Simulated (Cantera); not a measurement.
Feed: 1 mol C2H6, 0.051 mol O2, 2.8 mol H2, at 2452 °C and 8000 Pa.

Cantera equilibrium calculation (NASA polynomials, part measured and part estimated; ideal gas, pure solids and liquids). Candidate condensed phases: C, C6H6, C7H8, C8H18, H2O; 110 gas species. Rates play no part.

Base state: H2 0.770, H 0.194, C2H2 (acetylene) 0.0198, CO 0.0156, C2H 0.000554, C4H2 0.000213, C3 0.000153, C 3.54e-5 (mole fractions); condensed: C(graphite).

Question: What changes in the equilibrium state with this change: temperature from 2452 °C to 800 °C?

Answer: 
| species | before | after |
|---|---|---|
| H2 | 0.770 | 0.979 |
| CO | 0.0156 | 0.0172 |
| CH4 | 5.12e-6 | 0.00352 |
| H | 0.194 | 4.92e-8 |
| C2H2 (acetylene) | 0.0198 | 7.05e-9 |
| C2H | 0.000554 | <1e-9 |
| C4H2 | 0.000213 | <1e-9 |
| C3 | 0.000153 | <1e-9 |
| C | 3.54e-5 | <1e-9 |
| C(graphite), mol | 1.62 | 1.88 |

Question: What changes in the equilibrium state with this change: temperature from 2452 °C to 2577 °C?

Answer: 
| species | before | after |
|---|---|---|
| H2 | 0.770 | 0.673 |
| H | 0.194 | 0.282 |
| C2H2 (acetylene) | 0.0198 | 0.0265 |
| CO | 0.0156 | 0.0148 |
| C2 | 1.47e-5 | 7.12e-5 |
| C3 | 0.000153 | 0.000722 |
| C | 3.54e-5 | 0.000141 |
| CH | 6.51e-6 | 1.91e-5 |
| C2H | 0.000554 | 0.00152 |
| C(graphite), mol | 1.62 | 1.48 |
